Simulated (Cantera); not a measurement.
Iron carbonyl, mercury and lead vapours: PbO + H2

Feed: 1 mol PbO, a varied amount of H2, at 1673 K and 1 atm.

Method: chemical equilibrium by Gibbs-energy minimisation in Cantera with the NASA 1993 tables (ideal gas, pure condensed phases). Candidate condensed phases: H2O, Pb, PbO, PbO2, Pb3O4; 12 gas species. Each liquid is taken as pure. Mutual solubility and eutectic melting of coexisting phases are not modelled. Gases not in the tables: (PbO)n polymers. Rates play no part.

| n(H2) (mol) | x H2O | x H2 | x Pb | x PbO | x Pb2 | n Pb(l) | n PbO(l) |
|---|---|---|---|---|---|---|---|
| 0.22 | 0.829 | 0.00155 | 0.108 | 0.0616 | 0.000120 | 0.191 | 0.764 |
| 0.3 | 0.829 | 0.00155 | 0.108 | 0.0616 | 0.000120 | 0.260 | 0.678 |
| 0.4 | 0.829 | 0.00155 | 0.108 | 0.0616 | 0.000120 | 0.347 | 0.571 |
| 0.54 | 0.829 | 0.00155 | 0.108 | 0.0616 | 0.000120 | 0.469 | 0.421 |
| 0.74 | 0.829 | 0.00155 | 0.108 | 0.0616 | 0.000120 | 0.643 | 0.206 |
| 1 | 0.872 | 0.0100 | 0.108 | 0.01000 | 0.000120 | 0.866 | 0 |
| 1.4 | 0.637 | 0.255 | 0.108 | 0.000287 | 0.000120 | 0.830 | 0 |
| 1.8 | 0.495 | 0.397 | 0.108 | 0.000144 | 0.000120 | 0.782 | 0 |
| 2.5 | 0.357 | 0.535 | 0.108 | 7.66e-5 | 0.000120 | 0.697 | 0 |
| 3.4 | 0.262 | 0.630 | 0.108 | 4.79e-5 | 0.000120 | 0.588 | 0 |
x: gas mole fraction; n: condensed amount in mol.

From 0.22 mol H2 to 0.74 mol H2 the condensed part is Pb(l) + PbO(l). From 1 mol H2 to 3.4 mol H2 the condensed part is Pb(l). The share of Pb in condensed phases is highest at 0.22 mol H2 (95.5 %) and lowest at 3.4 mol H2 (58.8 %).
